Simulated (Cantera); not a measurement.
A closed system holds: 1 mol HMDSO, 8.6 mol NO, 82 mol N₂, equilibrated at 1.00 bar.

Equilibrium computed with Cantera from the NASA thermochemical tables; the gas is ideal and each condensed phase is pure. Candidate condensed phases: C, C₆H₆, C₇H₈, C₈H₁₈, H₂O, Si, SiC, SiO₂, Si₂N₂O, Si₃N₄; 151 gas species. The feed counts by its element totals alone. Mutual solubility and eutectic melting of coexisting phases are not modelled. The tables hold silica as quartz up to 1696 K and as liquid above; real silica turns to tridymite and cristobalite and melts near 1996 K. Rates play no part.

Task: Which condensed phases are stable at each of these points (T (K)): 1150, 1225, 1300, 1375, 1450, 1525, 1600, 1675, 1750, 1825, 1900, 1975?

Result: 
| T (K) | condensed phases | Si condensed (%) |
|---|---|---|
| 1150 | C(graphite) + SiO₂(β-quartz) | 100.0 |
| 1225 | C(graphite) + SiO₂(β-quartz) | 100.0 |
| 1300 | C(graphite) + SiO₂(β-quartz) | 100.0 |
| 1375 | SiO₂(β-quartz) + Si₂N₂O(s) | 100.0 |
| 1450 | SiO₂(β-quartz) + Si₂N₂O(s) | 100.0 |
| 1525 | SiO₂(β-quartz) + Si₂N₂O(s) | 100.0 |
| 1600 | SiO₂(β-quartz) + Si₂N₂O(s) | 99.9 |
| 1675 | SiO₂(β-quartz) + Si₂N₂O(s) | 99.2 |
| 1750 | SiO₂(condensed) + Si₂N₂O(s) | 96.4 |
| 1825 | SiO₂(condensed) + Si₂N₂O(s) | 85.5 |
| 1900 | SiO₂(condensed) | 78.4 |
| 1975 | SiO₂(condensed) | 75.0 |

From 1150 K to 1300 K the condensed part is C(graphite) + SiO₂(β-quartz). From 1375 K to 1675 K the condensed part is SiO₂(β-quartz) + Si₂N₂O(s). From 1750 K to 1825 K the condensed part is SiO₂(condensed) + Si₂N₂O(s). From 1900 K to 1975 K the condensed part is SiO₂(condensed).
